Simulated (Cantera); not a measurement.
Feed: 1 mol CuO, 1.8 mol F2, equilibrated at 723 K and 3.30 Pa.

Equilibrium computed with Cantera from the NASA thermochemical tables; the gas is ideal and each condensed phase is pure. Candidate condensed phases: Cu, CuF2, CuO, Cu2O; 13 gas species. Rates play no part.

Base state: F2 0.412, O2 0.336, F 0.251 (mole fractions); condensed: CuF2(s).

**Question.** What changes in the equilibrium state with this change: pressure from 3.30 Pa to 27000 Pa?

**Answer.** 
| species | before | after |
|---|---|---|
| F2 | 0.412 | 0.613 |
| O2 | 0.336 | 0.384 |
| F | 0.251 | 0.00339 |
| FO2 | 5.24e-7 | 6.60e-5 |
| CuF2(s), mol | 1.000 | 1.00 |
